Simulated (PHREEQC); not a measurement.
A solution holds 0.0029 mol/kgw HF, 0.018 mol/kgw NH4F and 0.0046 mol/kgw H2SiF6, at 25 °C. Closed to the air; pH follows from the charge balance.

Equilibrium calculation in PHREEQC: ion-association model, phreeqc.dat.

Precipitation was switched off in this run.

What pH, ionic strength does the model give?

pH 3.05; ionic strength 0.0236 mol/kgw.

In which forms is F present?

SiF6-2 57 %, HF 22 %, F- 19 %, HF2- 1.6 % of the F.

SiF6-2 is the database's only silicon fluoride.
